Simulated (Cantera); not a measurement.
An adiabatic, constant-pressure homogeneous reactor starts with 4.03 % CH4, 19.7 % O2, 73.8 % N2, 2.46 % H2O, equivalence ratio 0.41, at 1675 K and 5.00 bar.

Detailed kinetics in Cantera: GRI-Mech 3.0 (53 species, 325 reactions).

x: mole fraction; the columns are a selection and need not sum to one.

```
t (s)     T (K)   x CH4   x O2   x H2O      x O     x CO   x C2H6    x C2H2
--------  -----  ------  -----  ------  -------  -------  -------  --------
5.00e-6    1675  0.0403  0.197  0.0246  2.25e-7  6.54e-8  1.11e-7  8.37e-12
2.45e-5    1676  0.0396  0.196  0.0250      [?]      [?]      [?]       [?]
0.000120   2450  <1e-12  0.114   0.100  0.00184  0.00165   <1e-12    <1e-12
0.000585   2452  <1e-12  0.114   0.101  0.00173  0.00147   <1e-12    <1e-12
0.00286    2446  <1e-12  0.112   0.101  0.00167  0.00143   <1e-12    <1e-12
0.0140     2433  <1e-12  0.109   0.101  0.00153  0.00135   <1e-12    <1e-12
0.0684     2427  <1e-12  0.107   0.101  0.00148  0.00132   <1e-12    <1e-12
0.335      2427  <1e-12  0.107   0.101  0.00148  0.00132   <1e-12    <1e-12
1.64       2427  <1e-12  0.107   0.101  0.00148  0.00132   <1e-12    <1e-12
8.00       2427  <1e-12  0.107   0.101  0.00148  0.00132   <1e-12    <1e-12
```

Problem. What belongs in the gaps?

Solution. 
- 2.45e-5, x O: 2.18e-6
- 2.45e-5, x CO: 3.33e-5
- 2.45e-5, x C2H6: 4.83e-5
- 2.45e-5, x C2H2: 3.15e-8
